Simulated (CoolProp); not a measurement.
The numbers come from the reference Helmholtz-energy equation of state, Thol 2015 in CoolProp.

Give the vapour pressure (MPa), liquid density (kg/m³), vapour density (kg/m³), enthalpy of vaporisation (kJ/kg) of saturated octamethylcyclotetrasiloxane (D4) at 332.8, 364.6, 385.8 K.


```
T (K)  p (MPa)  liquid density (kg/m³)  vapour density (kg/m³)  enthalpy of vaporisation (kJ/kg)
-----  -------  ----------------------  ----------------------  --------------------------------
332.8  0.00126                     911                   0.135                               173
364.6  0.00608                     873                   0.600                               162
385.8   0.0144                     848                    1.35                               154
```
